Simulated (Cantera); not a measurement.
A Cantera script and what it prints.

```python
import numpy as np
import cantera as ct

gas_names = """
    H HNO HNO2 HNO3 HO2 H2 H2O H2O2 N NH NH2 NH3 NH2OH NO NO2 NO3 N2 N2H2 N2H4 N2O O OH O2 O3 Si SiH
    SiH2 SiH3 SiH4 SiN SiO SiO2 Si2 Si2N Si3
""".split()
cond_names = """
    H2O(s) H2O(L) Si(cr) Si(L) SiO2(Lqz) SiO2(hqz) SiO2(L) Si2N2O(s) Si3N4(a)
""".split()


# ... load() reads the species with a 1 bar reference pressure and builds the phases ...
atoms = {
    'SiH4': {'Si': 1, 'H': 4},
    'N2O': {'N': 2, 'O': 1},
    'N2': {'N': 2},
}
top_T = {'Si2N2O(s)': 2100, 'Si3N4(a)': 2400}  # K; cautious upper limits of use, not melting points


# ... equilibrate(T, P, feed) seeds the gas with the atoms and calls Mixture.equilibrate('TP', solver="vcs", rtol=1e-11, max_steps=5000) ...
results = []
feed = {'SiH4': 1, 'N2O': 22, 'N2': 3.4}  # mol
T = 673  # K
P = 630  # Pa
mix = equilibrate(T, P, feed)
results.append((T, P, feed, dict(zip(mix.species_names, mix.species_moles))))
print(gas.report(threshold=0.001))
for i in range(1, mix.n_phases):
    print(f"{mix.phase(i).name:16s} {mix.phase_moles(i):12.5e} mol")
```

Output:

```
       temperature   673 K
          pressure   630 Pa
           density   0.0032031 kg/m^3
  mean mol. weight   28.45 kg/kmol
   phase of matter   gas

                          1 kg             1 kmol
                     ---------------   ---------------
          enthalpy            -68146       -1.9387e+06  J
   internal energy       -2.6483e+05       -7.5344e+06  J
           entropy            9411.6        2.6776e+05  J/K
    Gibbs function       -6.4022e+06       -1.8214e+08  J
 heat capacity c_p            1105.6             31455  J/K
 heat capacity c_v            813.38             23140  J/K

                      mass frac. Y      mole frac. X     chem. pot. / RT
                     ---------------   ---------------   ---------------
               H2O          0.034793          0.054945            -74.96
                N2           0.68712            0.6978            -29.38
                O2           0.27809           0.24725           -32.073
     [  +32 minor]        1.9599e-07        1.7448e-07

Si(cr)            0.00000e+00 mol
SiO2(Lqz)         1.00000e+00 mol
Si2N2O(s)         0.00000e+00 mol
Si3N4(a)          0.00000e+00 mol
```

These are equilibrium values from Cantera (NASA tables, ideal gas, pure condensed phases), not measurements of a reactor.
